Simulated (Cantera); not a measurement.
Formation from one mole of Cl₂

Standard-state values (1 bar) from the NASA 1993 polynomials, evaluated with Cantera. Values are per mole of reaction as written; species without (g) are pure solids or liquids, kept so even where they would boil at 1 bar.

0.6667 Ti + Cl₂(g) = 0.6667 TiCl₃

| T (K) | ΔH° (kJ) | ΔS° (J/K) | ΔG° (kJ) | log10 K |
|---|---|---|---|---|
| 350 | -480.5 | -148.2 | -428.6 | 63.96 |
| 375 | -480.1 | -147.3 | -424.9 | 59.18 |
| 400 | -479.8 | -146.4 | -421.2 | 55.01 |
| 425 | -479.5 | -145.7 | -417.6 | 51.32 |
| 450 | -479.2 | -144.9 | -413.9 | 48.05 |
| 475 | -478.8 | -144.2 | -410.3 | 45.12 |
| 500 | -478.5 | -143.6 | -406.7 | 42.49 |
| 525 | -478.2 | -143.0 | -403.1 | 40.11 |
| 550 | -477.9 | -142.4 | -399.6 | 37.95 |

Fe + Cl₂(g) = FeCl₂(g)

| T (K) | ΔH° (kJ) | ΔS° (J/K) | ΔG° (kJ) | log10 K |
|---|---|---|---|---|
| 350 | -141.1 | 48.6 | -158.1 | 23.60 |
| 375 | -141.2 | 48.4 | -159.3 | 22.19 |
| 400 | -141.3 | 48.1 | -160.5 | 20.96 |
| 425 | -141.4 | 47.9 | -161.7 | 19.88 |
| 450 | -141.5 | 47.6 | -162.9 | 18.91 |
| 475 | -141.6 | 47.4 | -164.1 | 18.05 |
| 500 | -141.7 | 47.1 | -165.3 | 17.27 |
| 525 | -141.9 | 46.8 | -166.5 | 16.56 |
| 550 | -142.1 | 46.5 | -167.6 | 15.92 |

0.6667 Al + Cl₂(g) = 0.6667 AlCl₃

| T (K) | ΔH° (kJ) | ΔS° (J/K) | ΔG° (kJ) | log10 K | condensed phases |
|---|---|---|---|---|---|
| 350 | -469.8 | -167.3 | -411.3 | 61.38 | Al(s), AlCl₃(s) |
| 375 | -469.5 | -166.4 | -407.1 | 56.71 | Al(s), AlCl₃(s) |
| 400 | -469.2 | -165.5 | -403.0 | 52.62 | Al(s), AlCl₃(s) |
| 425 | -468.8 | -164.6 | -398.8 | 49.02 | Al(s), AlCl₃(s) |
| 450 | -468.4 | -163.7 | -394.7 | 45.82 | Al(s), AlCl₃(s) |
| 475 | -444.3 | -111.9 | -391.1 | 43.01 | Al(s), AlCl₃(l) |
| 500 | -443.6 | -110.4 | -388.4 | 40.57 | Al(s), AlCl₃(l) |
| 525 | -442.8 | -109.0 | -385.6 | 38.37 | Al(s), AlCl₃(l) |
| 550 | -442.1 | -107.6 | -382.9 | 36.36 | Al(s), AlCl₃(l) |
